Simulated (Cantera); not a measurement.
Cantera with NASA thermochemical tables; ideal gases at 1 bar, condensed phases pure. Values are per mole of reaction as written; species without (g) are pure solids or liquids, kept so even where they would boil at 1 bar.

Problem. Between 300 and 700 K, where is each reaction favourable under standard conditions?
- 4 NH3(g) + 3 V2O5 = 4 N(g) + 6 H2O(g) + 3 V2O3

Solution. 
- 4 NH3(g) + 3 V2O5 = 4 N(g) + 6 H2O(g) + 3 V2O3: ΔG° is 1356 kJ at 300 K and 998 kJ at 700 K; it stays positive (K < 1). ΔH° is 1626 kJ and ΔS° 897 J/K at 700 K.
